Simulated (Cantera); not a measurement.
Input: 1 mol SiHCl3, a varied amount of N2, held at 1300 K and 1000 Pa.

These are equilibrium values from Cantera (NASA tables, ideal gas, pure condensed phases), not measurements of a reactor. Candidate condensed phases: NH4Cl, Si, Si3N4; 28 gas species. N2 is the only nitrogen source here; it is nearly inert below about 1500 K, so the nitride shown seldom forms there in practice. The tables' values for SiCl3 are old estimates; treat these amounts as uncertain. The numbers say what is thermodynamically allowed, not how fast it happens.

x: gas mole fraction; n: condensed amount in mol.

| n(N2) (mol) | x N2 | x HCl | x SiCl4 | x H2 | x SiCl3 | x SiCl2 | x SiHCl3 | n Si3N4(s) |
|---|---|---|---|---|---|---|---|---|
| 5.2 | 0.766 | 0.133 | 0.0735 | 0.0115 | 0.00903 | 0.00658 | 0.000291 | 0.142 |
| 8 | 0.837 | … | … | … | 0.00666 | … | … | 0.143 |
| 12 | 0.885 | 0.0672 | 0.0340 | 0.00414 | 0.00494 | 0.00427 | 9.54e-5 | 0.142 |
| 19 | 0.925 | 0.0448 | 0.0215 | 0.00228 | 0.00348 | 0.00335 | 4.99e-5 | 0.142 |
| 30 | 0.951 | 0.0295 | 0.0135 | 0.00124 | 0.00244 | 0.00262 | 2.57e-5 | 0.140 |
| 47 | 0.968 | 0.0194 | 0.00838 | 0.000672 | 0.00170 | 0.00206 | 1.33e-5 | 0.138 |
| 73 | 0.979 | … | … | … | 0.00119 | … | … | 0.135 |
| 110 | 0.986 | 0.00856 | 0.00331 | 0.000208 | 0.000847 | 0.00129 | 3.66e-6 | 0.131 |
| 180 | 0.991 | 0.00530 | 0.00190 | 0.000105 | 0.000558 | 0.000972 | 1.72e-6 | 0.126 |
| 270 | 0.994 | 0.00356 | 0.00119 | 5.99e-5 | 0.000393 | 0.000769 | 9.12e-7 | 0.120 |

### Question
Fill in the missing entries.

### Answer

- 8, x HCl: 0.0945
- 8, x SiCl4: 0.0499
- 8, x H2: 0.00689
- 8, x SiCl2: 0.00527
- 8, x SiHCl3: 0.000166
- 73, x HCl: 0.0127
- 73, x SiCl4: 0.00521
- 73, x H2: 0.000367
- 73, x SiCl2: 0.00162
- 73, x SiHCl3: 6.84e-6
